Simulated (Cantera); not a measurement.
Input: 1 mol Si, 1.5 mol N₂O, 15 mol H₂, held at 1600 °C and 6080 Torr.

These are equilibrium values from Cantera (NASA tables, ideal gas, pure condensed phases), not measurements of a reactor. Candidate condensed phases: H₂O, Si, SiO₂, Si₂N₂O, Si₃N₄; 35 gas species. Mutual solubility and eutectic melting of coexisting phases are not modelled. The tables hold silica as quartz up to 1696 K and as liquid above; real silica turns to tridymite and cristobalite and melts near 1996 K. Rates play no part.

Base state: H₂ 0.916, N₂ 0.0815, H₂O 0.00111, SiO 0.000882, H 0.000217, NH₃ 5.11e-5 (mole fractions); condensed: SiO₂(condensed) + Si₂N₂O(s).

**Question.** What changes in the equilibrium state with this change: N₂O from 1.5 to 0.2 mol?

**Answer.** 
| species | before | after |
|---|---|---|
| H₂ | 0.916 | 0.998 |
| N₂ | 0.0815 | 0.000648 |
| SiO | 0.000882 | 0.000646 |
| H₂O | 0.00111 | 5.14e-6 |
| SiH₂ | 2.62e-7 | 4.90e-5 |
| NH₃ | 5.11e-5 | 5.19e-6 |
| H | 0.000217 | 0.000227 |
| SiO₂(condensed), mol | 0.650 | 0 |
| Si₂N₂O(s), mol | 0.168 | 0.190 |
| Si(l), mol | 0 | 0.609 |
Gases not in the tables: Si₂H₆ and higher silanes.
